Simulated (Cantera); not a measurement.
Equilibrium for iron carbonyl, mercury and lead vapours: PbO + N2

A closed system holds: 1 mol PbO, 0.72 mol N2, equilibrated at 0.0750 Torr.

Cantera equilibrium calculation (NASA polynomials, part measured and part estimated; ideal gas, pure solids and liquids). Candidate condensed phases: Pb, PbO, PbO2, Pb3O4; 12 gas species. Kinetics and transport are ignored.

From 625 K to 700 K the condensed part is PbO(red). From 775 K to 1150 K the condensed part is PbO(yellow). From 1225 K to 1600 K nothing is condensed.

| T (K) | x N2 | x PbO | x Pb | x O2 | n PbO(red) | n PbO(yellow) |
|---|---|---|---|---|---|---|
| 625 | 1.00 | 4.81e-12 | 1.87e-12 | <1e-12 | 1.00 | 0 |
| 700 | 1.00 | 1.66e-9 | 5.10e-10 | 2.49e-10 | 1.00 | 0 |
| 775 | 1.00 | 1.79e-7 | 4.64e-8 | 2.30e-8 | 0 | 1.00 |
| 850 | 1.000 | 8.33e-6 | 1.88e-6 | 9.36e-7 | 0 | 1.000 |
| 925 | 1.000 | 0.000204 | 4.15e-5 | 2.07e-5 | 0 | 1.000 |
| 1000 | 0.996 | 0.00305 | 0.000570 | 0.000284 | 0 | 0.997 |
| 1075 | 0.961 | 0.0308 | 0.00539 | 0.00269 | 0 | 0.973 |
| 1150 | 0.716 | 0.228 | 0.0377 | 0.0188 | 0 | 0.733 |
| 1225 | 0.397 | 0.450 | 0.102 | 0.0508 | 0 | 0 |
| 1300 | 0.387 | 0.389 | 0.149 | 0.0743 | 0 | 0 |
| 1375 | 0.376 | 0.322 | 0.201 | 0.100 | 0 | 0 |
| 1450 | 0.366 | 0.256 | 0.252 | 0.126 | 0 | 0 |
| 1525 | 0.356 | 0.197 | 0.298 | 0.149 | 0 | 0 |
| 1600 | 0.348 | 0.147 | 0.336 | 0.167 | 0 | 0 |
x: gas mole fraction; n: condensed amount in mol.
